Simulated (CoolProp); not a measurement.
Aqueous potassium carbonate as a coolant, at -8 °C, 1 atm.

The numbers come from the Melinder's fits for secondary coolants in CoolProp.

| mass % | freezing point (°C) | conductivity (W/(m K)) | density (kg/m³) | viscosity (mPa s) | Prandtl number |
|---|---|---|---|---|---|
| 20.7 | ? | ? | ? | 3.66 | 22.3 |
| 25.3 | -13.1 | ? | 1258 | 4.37 | 25.4 |
| 29.9 | -18.5 | 0.523 | 1309 | 5.47 | 30.5 |
| 34.5 | ? | ? | 1363 | 7.20 | 38.7 |
| 39 | -35.1 | ? | 1416 | 9.87 | 51.7 |

Problem. Some entries are withheld; supply them.

Solution. 
- 20.7, freezing point (°C): -9.3
- 20.7, conductivity (W/(m K)): 0.533
- 20.7, density (kg/m³): 1208
- 25.3, conductivity (W/(m K)): 0.528
- 34.5, freezing point (°C): -25.8
- 34.5, conductivity (W/(m K)): 0.518
- 39, conductivity (W/(m K)): 0.513
